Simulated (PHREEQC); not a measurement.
Dissolve 41 mmol/kgw HF, 0.3 mmol/kgw NH4HF2 and 3.8 mmol/kgw H2SO4 at 27 °C. Closed to the air; pH follows from the charge balance.

All values are PHREEQC results (ion-association model, phreeqc.dat), not measurements.

Precipitation was switched off in this run.

Task: Estimate the pH, ionic strength.

Result: pH 2.07; ionic strength 0.0121 mol/kgw.

Task: In which forms is N present?

Result: NH4+ 98 %, NH4SO4- 1.9 % of the N.

Species that the database lacks are ignored.
